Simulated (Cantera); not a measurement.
## Gas-phase reforming

An isothermal, constant-pressure homogeneous reactor starts with 45.5 % CH₄, 54.5 % H₂O, at 1700 K and 3.20 bar.

Computed with Cantera and GRI-Mech 3.0 (53 species, 325 reactions).

```csv
t (s),x CH₄,x H₂O,x H₂O₂,x H,x C₂H,x C₂H₂
0.000400,0.402,0.532,1.20e-11,9.27e-6,4.84e-9,0.00525
0.000930,0.345,0.510,9.05e-12,1.67e-5,1.97e-8,0.0240
0.00216,0.268,0.477,6.69e-12,2.58e-5,4.08e-8,0.0547
0.00503,0.186,0.440,5.20e-12,3.55e-5,5.88e-8,0.0832
0.0117,0.115,0.404,4.26e-12,4.49e-5,7.17e-8,0.103
0.0272,0.0711,0.364,3.49e-12,5.29e-5,7.53e-8,0.108
0.0632,0.0548,0.315,2.49e-12,5.77e-5,6.49e-8,0.0955
0.147,0.0498,0.253,1.44e-12,6.05e-5,4.59e-8,0.0714
0.342,0.0432,0.186,<1e-12,6.33e-5,2.75e-8,0.0452
0.795,0.0339,0.129,<1e-12,6.58e-5,1.38e-8,0.0237
1.85,0.0233,0.0882,<1e-12,6.77e-5,5.58e-9,0.00985
4.30,0.0133,0.0632,<1e-12,6.90e-5,1.65e-9,0.00296
10.0,0.00575,0.0504,<1e-12,6.98e-5,2.88e-10,0.000525
```
x: mole fraction; the columns are a selection and need not sum to one.

Equilibrium at this temperature and pressure: CH₄ 1.06e-5, H₂O 0.0435, H₂O₂ <1e-12, H 7.03e-5, C₂H <1e-12, C₂H₂ 1.83e-9 (gas phase only).
